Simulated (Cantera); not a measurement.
A perfectly stirred reactor is fed with C₂H₆ : N₂ = 1 : 2.8 (molar parts), at 9.75 Torr; it is held at 1673 K, and followed from long to short residence time.

Computed with Cantera and GRI-Mech 3.0 (53 species, 325 reactions). GRI-Mech 3.0 stops at C3 and has no aromatics, soot or wall deposition, so with more carbon than oxygen in the feed, carbon stays in small species such as C2H2 where larger ones or solid carbon would form. Radical loss at walls, strong at low pressure, is not modelled.

**Question.** What does this change do: pressure from 9.75 Torr to 0.473 Torr?

**Answer.** 
```json
[
 {"quantity": "x(C₂H₆) at τ = 12.0 s", "before": "9.63e-6", "after": "9.44e-5"},
 {"quantity": "x(H₂) at τ = 12.0 s", "before": "0.334", "after": "0.317"},
 {"quantity": "x(C₂H₂) at τ = 12.0 s", "before": "0.169", "after": "0.164"},
 {"quantity": "x(C₂H₄) at τ = 12.0 s", "before": "0.000110", "after": "0.000644"},
 {"quantity": "x(CH₃) at τ = 12.0 s", "before": "0.000411", "after": "0.00206"},
 {"quantity": "x(C₂H₆) at τ = 0.330 s", "before": "0.000293", "after": "0.00302"},
 {"quantity": "x(H₂) at τ = 0.330 s", "before": "0.300", "after": "0.237"},
 {"quantity": "x(C₂H₂) at τ = 0.330 s", "before": "0.158", "after": "0.130"},
 {"quantity": "x(C₂H₄) at τ = 0.330 s", "before": "0.00173", "after": "0.0134"},
 {"quantity": "x(CH₃) at τ = 0.330 s", "before": "0.00243", "after": "0.0124"}
]
```
